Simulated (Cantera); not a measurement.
Cantera run:

```python
import numpy as np
import cantera as ct

gas_names = """
    C CN CO CO2 C2 CCN CNC C2N2 C2O C3 C3O2 C4 C4N2 C5 N NCO NO NO2 NO3 N2 N2O O O2 O3 Si SiC SiC2 SiN
    SiO SiO2 Si2 Si2C Si2N Si3
""".split()
cond_names = """
    C(gr) Si(cr) Si(L) SiC(b) SiO2(Lqz) SiO2(hqz) SiO2(L) Si2N2O(s) Si3N4(a)
""".split()


# ... load() reads the species with a 1 bar reference pressure and builds the phases ...
atoms = {
    'Si3N4': {'Si': 3, 'N': 4},
    'O2': {'O': 2},
    'N2': {'N': 2},
    'CO2': {'C': 1, 'O': 2},
}
top_T = {'C(gr)': 4500, 'SiC(b)': 3050, 'Si2N2O(s)': 2100, 'Si3N4(a)': 2400}  # K; cautious upper limits of use, not melting points


# ... equilibrate(T, P, feed) seeds the gas with the atoms and calls Mixture.equilibrate('TP', solver="vcs", rtol=1e-11, max_steps=5000) ...
results = []
feed = {'Si3N4': 1, 'O2': 0.0018, 'N2': 1.7, 'CO2': 3.1}  # mol
T = 1925  # K
P = 11000  # Pa
mix = equilibrate(T, P, feed)
results.append((T, P, feed, dict(zip(mix.species_names, mix.species_moles))))
print(gas.report(threshold=1e-06))
for i in range(1, mix.n_phases):
    print(f"{mix.phase(i).name:16s} {mix.phase_moles(i):12.5e} mol")
```

Output:

```
       temperature   1925 K
          pressure   11000 Pa
           density   0.022552 kg/m^3
  mean mol. weight   32.814 kg/kmol
   phase of matter   gas

                          1 kg             1 kmol
                     ---------------   ---------------
          enthalpy       -3.2239e+05       -1.0579e+07  J
   internal energy       -8.1015e+05       -2.6584e+07  J
           entropy            8763.9        2.8758e+05  J/K
    Gibbs function       -1.7193e+07       -5.6417e+08  J
 heat capacity c_p            1108.5             36376  J/K
 heat capacity c_v            855.17             28061  J/K

                      mass frac. Y      mole frac. X     chem. pot. / RT
                     ---------------   ---------------   ---------------
                CO           0.27285           0.31965           -37.827
               CO2        6.4478e-05        4.8076e-05           -68.223
                N2           0.32575           0.38157           -29.983
                Si         5.811e-06        6.7895e-06           -8.8144
               SiO           0.40133           0.29873           -39.211
     [  +29 minor]        1.7358e-06        1.0782e-06

C(gr)             0.00000e+00 mol
Si(L)             0.00000e+00 mol
SiC(b)            0.00000e+00 mol
SiO2(L)           1.03199e-01 mol
Si2N2O(s)         0.00000e+00 mol
Si3N4(a)          0.00000e+00 mol
```

Method: chemical equilibrium by Gibbs-energy minimisation in Cantera with the NASA 1993 tables (ideal gas, pure condensed phases). The tables hold silica as quartz up to 1696 K and as liquid above; real silica turns to tridymite and cristobalite and melts near 1996 K.
